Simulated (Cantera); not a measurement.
Input (Python, Cantera) and output of one run.

```python
import numpy as np
import cantera as ct

gas_names = [...]  # 110 gases of nasa_gas.yaml made of C, H, O
cond_names = """
    C(gr) C6H6(L) C7H8(L) C8H18(L),n-octa H2O(s) H2O(L)
""".split()


# ... load() reads the species with a 1 bar reference pressure and builds the phases ...
atoms = {
    'CH3OH': {'C': 1, 'H': 4, 'O': 1},
    'H2O': {'H': 2, 'O': 1},
}
top_T = {'C(gr)': 4500}  # K; cautious upper limits of use, not melting points


# ... equilibrate(T, P, feed) seeds the gas with the atoms and calls Mixture.equilibrate('TP', solver="vcs", rtol=1e-11, max_steps=5000) ...
results = []
feed = {'CH3OH': 1, 'H2O': 1.3}  # mol
T = 1400  # K
P = 101325  # Pa
mix = equilibrate(T, P, feed)
results.append((T, P, feed, dict(zip(mix.species_names, mix.species_moles))))
print(gas.report(threshold=1e-06))
for i in range(1, mix.n_phases):
    print(f"{mix.phase(i).name:16s} {mix.phase_moles(i):12.5e} mol")
```

Output:

```
       temperature   1400 K
          pressure   1.0132e+05 Pa
           density   0.11227 kg/m^3
  mean mol. weight   12.898 kg/kmol
   phase of matter   gas

                          1 kg             1 kmol
                     ---------------   ---------------
          enthalpy       -4.9154e+06       -6.3399e+07  J
   internal energy       -5.8179e+06        -7.504e+07  J
           entropy             17239        2.2235e+05  J/K
    Gibbs function        -2.905e+07       -3.7468e+08  J
 heat capacity c_p            2893.5             37320  J/K
 heat capacity c_v            2248.8             29005  J/K

                      mass frac. Y      mole frac. X     chem. pot. / RT
                     ---------------   ---------------   ---------------
               CH4        1.9793e-06        1.5913e-06           -46.765
                CO           0.40937           0.18851           -37.703
               CO2            0.1503          0.044049           -66.772
                 H        2.6947e-07         3.448e-06            -9.533
                H2          0.079583           0.50916           -19.066
               H2O           0.36074           0.25828           -48.135
     [ +104 minor]        2.5163e-07        1.0868e-07

C(gr)             0.00000e+00 mol
```

Cantera equilibrium calculation (NASA polynomials, part measured and part estimated; ideal gas, pure solids and liquids).
